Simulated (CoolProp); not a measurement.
Vapour-liquid equilibrium of methanol (1) + ethanol (2) at 300 kPa; x and y are mole fractions of (1).

Values from CoolProp's multi-fluid Helmholtz-energy mixture model, de Reuck 1993 and Schroeder 2014; pair parameters Bell 2016.

### Question
Give the bubble temperature and the first vapour's composition at x = 0.15, 0.65, 0.85. Is there an azeotrope?

### Answer
x = 0.15: 379.5 K, y = 0.208; x = 0.65: 372.6 K, y = 0.736; x = 0.85: 370.0 K, y = 0.899. No azeotrope shows between x = 0.05 and 0.95.

Pair parameters are fitted to limited data, so mixtures are less certain than the pure fluids.
